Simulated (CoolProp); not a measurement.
Vapour pressure (MPa) of carbon dioxide: the reference equation beside estimates from Tc = 304.1 K, pc = 7.377 MPa, ω = 0.224. Clausius-Clapeyron is anchored at 246.9 K with a constant enthalpy of vaporisation of 13.02 kJ/mol.

Values from CoolProp's reference Helmholtz-energy equation of state, Span 1996.

```
T (K)  reference  Lee-Kesler  Clausius-Clapeyron  van der Waals  Redlich-Kwong  Soave-Redlich-Kwong  Peng-Robinson
-----  ---------  ----------  ------------------  -------------  -------------  -------------------  -------------
230.6     0.9134      0.9137               1.032          2.196          1.223               0.9151         0.9059
233.9      1.033       1.032               1.136          2.351          1.361                1.035          1.024
237.1      1.159       1.158               1.243          2.507          1.506                1.162          1.148
240.4      1.300       1.299               1.361              ?          1.665                1.304          1.289
243.6      1.449           ?               1.483          2.844          1.830                1.455          1.437
246.9      1.616       1.613               1.616              ?          2.012                1.623          1.603
250.1      1.791           ?               1.753          3.209          2.200                1.800          1.777
253.4      1.985       1.979               1.902          3.404          2.406                1.996          1.970
256.6      2.187       2.180               2.054          3.601          2.618                2.201          2.173
259.9      2.412       2.403               2.220          3.811          2.849                2.428          2.398
263.1      2.645       2.635               2.388          4.022          3.087                2.664              ?
266.4      2.902       2.890               2.571          4.247          3.345                2.925          2.890
269.6      3.169       3.156                   ?          4.473          3.609                3.195          3.159
272.9      3.462       3.448               2.957          4.713          3.895                3.492          3.454
276.1      3.765       3.750               3.161          4.953          4.187                3.799          3.760
```

Task: Complete the blanks.

Result: 
- 240.4, van der Waals: 2.675
- 243.6, Lee-Kesler: 1.447
- 246.9, van der Waals: 3.026
- 250.1, Lee-Kesler: 1.786
- 263.1, Peng-Robinson: 2.632
- 269.6, Clausius-Clapeyron: 2.757

Absolute difference from the reference over all 15 rows, mean and median: Lee-Kesler 0.3 and 0.3 %, Clausius-Clapeyron 8.2 and 8.0 %, van der Waals 76.9 and 71.5 %, Redlich-Kwong 21.7 and 21.2 %, Soave-Redlich-Kwong 0.6 and 0.6 %, Peng-Robinson 0.6 and 0.8 %.
